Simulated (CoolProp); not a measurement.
Vapour-liquid equilibrium of propylene (1) + R134a (2) at 336.4 K; x and y are mole fractions of (1).

The numbers come from the multi-fluid Helmholtz-energy mixture model, Lemmon 2013 and Tillner-Roth 1994; pair parameters Bell 2016 in CoolProp.

```json
[
 {"x": "0.05", "bubble pressure (kPa)": "1959", "y at the bubble point": "0.093", "dew pressure at overall composition x (kPa)": "1890", "liquid density (mol/L)": "10.06"},
 {"x": "0.2", "bubble pressure (kPa)": "2322", "y at the bubble point": "0.298", "dew pressure at overall composition x (kPa)": "2141", "liquid density (mol/L)": "9.788"},
 {"x": "0.35", "bubble pressure (kPa)": "2588", "y at the bubble point": "0.441", "dew pressure at overall composition x (kPa)": "2420", "liquid density (mol/L)": "9.547"},
 {"x": "0.5", "bubble pressure (kPa)": "2768", "y at the bubble point": "0.559", "dew pressure at overall composition x (kPa)": "2685", "liquid density (mol/L)": "9.384"},
 {"x": "0.65", "bubble pressure (kPa)": "2869", "y at the bubble point": "0.670", "dew pressure at overall composition x (kPa)": "2857", "liquid density (mol/L)": "9.369"},
 {"x": "0.8", "bubble pressure (kPa)": "2879", "y at the bubble point": "0.790", "dew pressure at overall composition x (kPa)": "2875", "liquid density (mol/L)": "9.556"},
 {"x": "0.95", "bubble pressure (kPa)": "2770", "y at the bubble point": "0.938", "dew pressure at overall composition x (kPa)": "2758", "liquid density (mol/L)": "9.939"}
]
```

y crosses x between x = 0.65 and 0.8: the model has an azeotrope there.

The pair parameters rest on a limited set of measurements; away from them the model extrapolates.
